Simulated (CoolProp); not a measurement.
Properties of R404A along the isobar 61.1 bar.

Values from CoolProp's reference Helmholtz-energy equation of state, Lemmon 2003. It is a pseudo-pure fit of the blend.

| T (K) | phase | density (kg/m³) | cv (kJ/(kg K)) | Joule-Thomson coefficient (K/MPa) | expansivity (1/kK) | Prandtl number |
|---|---|---|---|---|---|---|
| 225.3 | liquid | 1328 | 0.8209 | -0.3130 | 2.164 | 4.63 |
| 259.7 | liquid | 1224 | 0.8627 | -0.2054 | 2.591 | 3.61 |
| 294 | liquid | 1106 | 0.9090 | 0.01122 | 3.461 | 2.92 |
| 328.3 | liquid | 950.7 | 0.9637 | 0.5886 | 5.821 | 2.58 |
| 362.7 | supercritical | 660.0 | 1.054 | 3.845 | 21.21 | 3.12 |
| 397 | supercritical | 309.9 | 1.050 | 7.283 | 12.69 | 1.49 |
| 431.3 | supercritical | 228.5 | 1.059 | 5.572 | 6.524 | 1.08 |
| 465.7 | supercritical | 189.9 | 1.086 | 4.332 | 4.514 | 0.973 |
| 500 | supercritical | 165.7 | 1.118 | 3.471 | 3.518 | 0.929 |

Viscosity comes from a separate model (Geller 2000). Thermal conductivity comes from a separate model (Geller 2001).
